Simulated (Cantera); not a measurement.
**Thermodynamics of roasting and sulfation, feed FeS + H₂S + H₂O**

A closed system holds: 1 mol FeS, 0.13 mol H₂S, 0.087 mol H₂O, equilibrated at 3.10 bar.

These are equilibrium values from Cantera (NASA tables, ideal gas, pure condensed phases), not measurements of a reactor. Candidate condensed phases: Fe, FeO, Fe(OH)₂, Fe(OH)₃, FeS, FeSO₄, FeS₂, Fe₂O₃, Fe₂(SO₄)₃, Fe₃O₄, H₂O, H₂SO₄, S; 22 gas species. FeS: taken at fixed stoichiometry. Gases not in the tables: S₃ to S₇. Rates play no part.

```json
[
 {"T (K)": "1073", "log p H₂S": "0.23", "log p H₂O": "0.09", "log p H₂": "-0.95", "log p S₂": "-1.26", "log p SH": "-3.93", "n FeS(s)": "1.00", "n FeS(l)": "0"},
 {"T (K)": "1173", "log p H₂S": "0.21", "log p H₂O": "0.08", "log p H₂": "-0.72", "log p S₂": "-1.03", "log p SH": "-3.39", "n FeS(s)": "1.00", "n FeS(l)": "0"},
 {"T (K)": "1273", "log p H₂S": "0.17", "log p H₂O": "0.07", "log p H₂": "-0.53", "log p S₂": "-0.84", "log p SH": "-2.94", "n FeS(s)": "1.00", "n FeS(l)": "0"},
 {"T (K)": "1373", "log p H₂S": "0.12", "log p H₂O": "0.06", "log p H₂": "-0.38", "log p S₂": "-0.70", "log p SH": "-2.57", "n FeS(s)": "1.00", "n FeS(l)": "0"},
 {"T (K)": "1473", "log p H₂S": "0.06", "log p H₂O": "0.05", "log p H₂": "-0.26", "log p S₂": "-0.58", "log p SH": "-2.26", "n FeS(s)": "0", "n FeS(l)": "1.00"},
 {"T (K)": "1573", "log p H₂S": "0.00", "log p H₂O": "0.04", "log p H₂": "-0.17", "log p S₂": "-0.49", "log p SH": "-2.00", "n FeS(s)": "0", "n FeS(l)": "1.00"},
 {"T (K)": "1673", "log p H₂S": "-0.08", "log p H₂O": "0.03", "log p H₂": "-0.10", "log p S₂": "-0.42", "log p SH": "-1.79", "n FeS(s)": "0", "n FeS(l)": "1.00"},
 {"T (K)": "1773", "log p H₂S": "-0.16", "log p H₂O": "0.02", "log p H₂": "-0.04", "log p S₂": "-0.37", "log p SH": "-1.60", "n FeS(s)": "0", "n FeS(l)": "1.000"},
 {"T (K)": "1873", "log p H₂S": "-0.24", "log p H₂O": "0.00", "log p H₂": "0.00", "log p S₂": "-0.34", "log p SH": "-1.45", "n FeS(s)": "0", "n FeS(l)": "1.000"}
]
```
log p: log10 of the partial pressure in bar; n: condensed amount in mol.

From 1073 K to 1373 K the condensed part is FeS(s). From 1473 K to 1873 K the condensed part is FeS(l).
